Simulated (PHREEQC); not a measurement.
Make-up at 23 °C: 0.0045 mol/kgw KOH, 0.0001 mol/kgw H4SiO4 and 0.0015 mol/kgw (CH3)4NCl. Closed to the air; pH follows from the charge balance.

Equilibrium calculation in PHREEQC: ion-association model, phreeqc.dat.

Q: The ionic strength comes out as 0.00600 mol/kgw. What activity coefficients do H2SiO4-2, Cl-, OH-, H3SiO4-, K+ get?

A: H2SiO4-2 0.73, Cl- 0.92, OH- 0.92, H3SiO4- 0.92, K+ 0.92.

Precipitation was switched off in this run. (CH3)4N+ isn't in the database: it is added as a free cation with an ion size of 4 Å.
